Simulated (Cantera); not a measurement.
A Cantera script and its output.

```python
import numpy as np
import cantera as ct

gas = ct.Solution("gri30.yaml")
gas.TPX = 1475, 1100000, {'CH4': 1, 'O2': 2, 'N2': 13.2}
reactor = ct.IdealGasConstPressureReactor(gas, energy="on", clone=False)
net = ct.ReactorNet([reactor])
net.rtol, net.atol = 1e-08, 1e-16
show = ['CH4', 'O2', 'NO2', 'CH2O', 'C2H6', 'CO2']
times = np.geomspace(1e-06, 1, 13)

steps = ct.SolutionArray(gas, extra=["t"])
rows = []
print(f"{'t/s':>10s}{'T/K':>9s}{'P/Pa':>11s}" + "".join(f"{s:>11s}" for s in show))
for t in times:
    while net.time < t:
        t_next = net.step()
        steps.append(gas.state, t=t_next)
    rows.append([np.interp(t, steps.t, y) for y in (steps.T, steps.P, *steps(*show).X.T)])
    print(f"{t:10.3e}{rows[-1][0]:9.1f}{rows[-1][1]:11.4g}" + "".join(f"{x:11.3e}" for x in rows[-1][2:]))
rate = np.gradient(steps.T, steps.t)
print("integrator steps:", len(steps.t))
if steps.T.max() > steps.T[0] + 200:
    print(f"time of steepest temperature rise: {steps.t[rate.argmax()]:.4e} s")
gas.TPX = 1475, 1100000, {'CH4': 1, 'O2': 2, 'N2': 13.2}
gas.equilibrate("HP")
print(f"equilibrium (HP): T = {gas.T:.1f} K  " + "  ".join(f"{s} {gas[s].X[0]:.3e}" for s in show))
```

Output:

```
       t/s      T/K       P/Pa        CH4         O2        NO2       CH2O       C2H6        CO2
 1.000e-06   1475.0    1.1e+06  6.173e-02  1.235e-01  2.157e-21  7.546e-09  2.679e-11  3.184e-13
 3.162e-06   1475.0    1.1e+06  6.173e-02  1.235e-01  9.757e-20  8.562e-08  1.022e-09  7.853e-12
 1.000e-05   1475.0    1.1e+06  6.172e-02  1.235e-01  5.349e-18  1.149e-06  5.195e-08  3.297e-10
 3.162e-05   1475.0    1.1e+06  6.167e-02  1.234e-01  3.569e-16  1.917e-05  3.868e-06  2.166e-08
 1.000e-04   1476.7    1.1e+06  6.121e-02  1.232e-01  2.478e-14  1.974e-04  9.873e-05  6.378e-07
 3.162e-04   1519.1    1.1e+06  5.318e-02  1.172e-01  9.933e-12  1.754e-03  1.215e-03  6.564e-05
 1.000e-03   2594.6    1.1e+06  1.842e-15  5.911e-03  6.923e-07  2.162e-10  3.368e-29  4.947e-02
 3.162e-03   2587.9    1.1e+06  2.147e-15  5.168e-03  1.553e-06  2.304e-10  4.363e-29  4.914e-02
 1.000e-02   2586.3    1.1e+06  2.227e-15  5.002e-03  1.734e-06  2.341e-10  4.642e-29  4.905e-02
 3.162e-02   2586.3    1.1e+06  2.228e-15  5.002e-03  1.734e-06  2.341e-10  4.643e-29  4.905e-02
 1.000e-01   2586.3    1.1e+06  2.228e-15  5.002e-03  1.734e-06  2.341e-10  4.643e-29  4.905e-02
 3.162e-01   2586.3    1.1e+06  2.228e-15  5.002e-03  1.734e-06  2.341e-10  4.643e-29  4.905e-02
 1.000e+00   2586.3    1.1e+06  2.228e-15  5.002e-03  1.734e-06  2.341e-10  4.643e-29  4.905e-02
integrator steps: 2097
time of steepest temperature rise: 3.8145e-04 s
equilibrium (HP): T = 2586.3 K  CH4 2.767e-15  O2 5.002e-03  NO2 1.734e-06  CH2O 2.341e-10  C2H6 6.414e-29  CO2 4.905e-02
```

Detailed kinetics in Cantera: GRI-Mech 3.0 (53 species, 325 reactions).
